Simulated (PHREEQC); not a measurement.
1 kg of water holding 0.0073 mol KHCO3, 0.3 mol KCl, 0.026 mol K2SO4 and 0.14 mol K2CO3 is evaporated at 30 °C; the solids stay in contact with the brine. CO2 is held at log p = -3.4 (atm). Solids allowed: Arcanite, Kalicinite, Misenite, Sylvite. Others were left out.

Base run: PHREEQC, Pitzer model, pitzer.dat. Each further column changes one thing. The table gives ionic strength.

```
H2O removed (mol)   base  temperature from 30 to 5 °C
-----------------  -----  ---------------------------
0                  0.774                            …
18.01               1.16                            …
24.69               1.41                            …
34.69               2.10                         2.07
41.44               3.13                            …
43.95               3.81                            …
47.7                5.40                         5.26
49.09               6.43                         6.31
51.17               8.70                            …
52.58               10.5                         9.90
53.1                11.8                         11.3
53.88               14.2                            …
```

Problem. What belongs in the gaps?

Solution. 
- 0, temperature from 30 to 5 °C: 0.757
- 18.01, temperature from 30 to 5 °C: 1.13
- 24.69, temperature from 30 to 5 °C: 1.39
- 41.44, temperature from 30 to 5 °C: 3.09
- 43.95, temperature from 30 to 5 °C: 3.70
- 51.17, temperature from 30 to 5 °C: 7.90
- 53.88, temperature from 30 to 5 °C: 15.1

 At this temperature some constants are extrapolated from 25 °C, and those without enthalpy data are left unchanged.
